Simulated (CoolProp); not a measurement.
Sulfur hexafluoride along the isotherm 352.4 K: fugacity coefficient from the reference equation and from simpler models built on Tc = 318.7 K, pc = 3755 kPa, ω = 0.210; each cubic takes its own stable root.

Model: reference Helmholtz-energy equation of state, Guder 2009, in CoolProp.

```
p (kPa)          phase  reference
-------  -------------  ---------
853                gas     0.9464
1710               gas     0.8937
2560               gas     0.8425
3410               gas     0.7922
4270     supercritical     0.7421
5120     supercritical     0.6933
5970     supercritical     0.6457
6830     supercritical     0.6008
7680     supercritical     0.5618
8530     supercritical     0.5289
9390     supercritical     0.5010
```

Question: How far does each simpler model (van der Waals, Redlich-Kwong, Soave-Redlich-Kwong, Peng-Robinson) lie from the reference over these 11 states: mean and median of the absolute difference, and the worst?

Answer: 
- van der Waals: mean 1.1 %, median 1.0 %, worst -2.6 % at 352.4 K and 6830 kPa
- Redlich-Kwong: mean 1.9 %, median 2.3 %, worst -2.8 % at 352.4 K and 6830 kPa
- Soave-Redlich-Kwong: mean 0.8 %, median 0.2 %, worst +2.6 % at 352.4 K and 9390 kPa
- Peng-Robinson: mean 3.1 %, median 3.6 %, worst -4.1 % at 352.4 K and 5970 kPa
